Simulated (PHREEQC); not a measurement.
Consider water at 50 °C with 1.3 mmol/kgw HF, 0.091 mmol/kgw (CH3)4NF and 0.00061 mmol/kgw H4SiO4. Closed to the air; pH follows from the charge balance.

Equilibrium calculation in PHREEQC: ion-association model, phreeqc.dat.

Each row changes one thing in this solution. This is a speciation only: nothing precipitates in the calculation.

```
case                                              pH  ionic strength (mol/kgw)  HF (mol/kgw)  F- (mol/kgw)  HF2- (mol/kgw)
----------------------------------------------  ----  ------------------------  ------------  ------------  --------------
as made                                         3.28                  0.000628      0.000761      0.000626         2.07e-6
(CH3)4NF from 9.1e-05 to 1.82e-05 mol/kgw       3.26                  0.000580      0.000737      0.000578         1.85e-6
HF from 0.0013 to 0.00143 mol/kgw               3.25                  0.000663      0.000855      0.000661         2.45e-6
H4SiO4 replaced by H2SiF6 at the same molality  3.28                  0.000629      0.000764      0.000627         2.08e-6
H4SiO4 from 6.1e-07 to 3.05e-06 mol/kgw         3.28                  0.000628      0.000761      0.000626         2.07e-6
H4SiO4 left out                                 3.28                  0.000628      0.000761      0.000626         2.07e-6
HF from 0.0013 to 0.0026 mol/kgw                3.09                  0.000934       0.00175      0.000927         7.04e-6
temperature from 50 to 60 °C                    3.32                  0.000587      0.000802      0.000585         2.06e-6
```

(CH3)4N+ isn't in the database: it is added as a free cation with an ion size of 4 Å. Constants without temperature data keep their 25 °C values here. SiF6-2 is the database's only silicon fluoride.
